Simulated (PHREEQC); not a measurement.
A PHREEQC input (ion-association model, phreeqc.dat):

```
SOLUTION 1
  temp 87
  units mg/L
  pH 6.33
  pe 10.5
  Na 0.129
  K 0.0515
  Ca 0.0862
  Mg 0.0438
  Cl 0.135 charge
  Li 0.1 charge
  S(6) 0.0601 as SO4
  Alkalinity 0.624 as HCO3
  Zn 0.000139
  Cd 0.000363
END
USE solution 1
EQUILIBRIUM_PHASES 1
  Quartz 0 0.5
  CO2(g) -2.5 10
END
```

It stops with these messages:

```
ERROR: Charge balance specified for more than one species.
ERROR: Program terminating due to input errors.
```

The fault: two constituents marked charge. The line should read `Cl 0.135` where the input has `Cl 0.135 charge / Li 0.1 charge`. With the mend the run ends at pH 5.84 and ionic strength 2.11e-5 mol/kgw.
